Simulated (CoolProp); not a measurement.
Vapour-liquid equilibrium of nitrogen (1) + oxygen (2) at 71.8 K; x and y are mole fractions of (1).

Model: multi-fluid Helmholtz-energy mixture model, Span 2000 and Schmidt 1985; pair parameters Gernert 2013, in CoolProp.

Give the bubble pressure and the first vapour's composition at x = 0.2, 0.35, 0.65. Is there an azeotrope?

x = 0.2: 18.32 kPa, y = 0.617; x = 0.35: 24.51 kPa, y = 0.761; x = 0.65: 36.03 kPa, y = 0.906. No azeotrope shows between x = 0.05 and 0.95.

Pair parameters are fitted to limited data, so mixtures are less certain than the pure fluids.
